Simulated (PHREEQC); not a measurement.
Synthetic water in mg/kgw, 32 °C, pH 6.32, pe 11.8: Na 0.0659; K 0.0662; Ca 0.214; Mg 0.0142; Cl 0.207; S(6) as SO4 0.151; Alkalinity as HCO3 0.401; Sr 0.0118; Cd 0.0093; Si as SiO2 0.0179; Ni 0.000275.

Valence states are taken as typed.

All values are PHREEQC results (ion-association model, wateq4f.dat), not measurements.

Each row changes one thing in this solution. No solid was allowed to form.

```
case                                               HCO3- (mol/kgw)  CO2 (mol/kgw)  CO3-2 (mol/kgw)  CaHCO3+ (mol/kgw)  MgSO4 (mol/kgw)  H3SiO4- (mol/kgw)  SI of Quartz (SiO2)
-------------------------------------------------  ---------------  -------------  ---------------  -----------------  ---------------  -----------------  -------------------
as made                                                    7.02e-6        6.98e-6         7.95e-10           5.12e-10         2.44e-10           1.17e-10                -2.65
Cd from 0.0093 to 0.00465 mg/kgw                           7.02e-6        6.98e-6         7.95e-10           5.12e-10         2.45e-10           1.17e-10                -2.65
Cl from 0.207 to 0.414 mg/kgw                              7.02e-6        6.98e-6         7.96e-10           5.11e-10         2.44e-10           1.17e-10                -2.65
temperature from 32 to 25 °C at the same typed pH          7.03e-6        7.52e-6         7.01e-10         (withheld)         2.05e-10         (withheld)                -2.55
pH from 6.32 to 5.82 at the same alkalinity                8.08e-6        2.54e-5         2.90e-10           5.89e-10         2.44e-10           3.68e-11                -2.65
```

Q: Some entries are withheld; supply them.

A: 
- temperature from 32 to 25 °C at the same typed pH, CaHCO3+ (mol/kgw): 4.68e-10
- temperature from 32 to 25 °C at the same typed pH, H3SiO4- (mol/kgw): 9.23e-11

Species that the database lacks are ignored.
